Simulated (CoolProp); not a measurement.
Carbonyl sulfide along the isobar 7.96 MPa: Z from the reference equation and from simpler models built on Tc = 378.8 K, pc = 6.369 MPa, ω = 0.098; each cubic takes its own stable root.

Values from CoolProp's reference Helmholtz-energy equation of state, Lemmon 2006. It is a short technical equation, of lower accuracy than the large ones.

```
T (K)          phase  reference
-----  -------------  ---------
368           liquid     0.2051
387.4  supercritical     0.2559
406.8  supercritical     0.5194
426.1  supercritical     0.6366
445.5  supercritical     0.7079
464.9  supercritical     0.7587
484.3  supercritical     0.7973
503.7  supercritical     0.8280
523.1  supercritical     0.8529
542.5  supercritical     0.8735
561.8  supercritical     0.8908
581.2  supercritical     0.9055
600.6  supercritical     0.9181
620    supercritical     0.9290
```

### Question
How far does each simpler model (van der Waals, Soave-Redlich-Kwong, Peng-Robinson) lie from the reference over these 14 states: mean and median of the absolute difference, and the worst?

### Answer
- van der Waals: mean 8.5 %, median 3.4 %, worst +45.2 % at 368 K and 7.96 MPa
- Soave-Redlich-Kwong: mean 4.0 %, median 1.5 %, worst +20.0 % at 387.4 K and 7.96 MPa
- Peng-Robinson: mean 2.6 %, median 2.0 %, worst +10.2 % at 387.4 K and 7.96 MPa
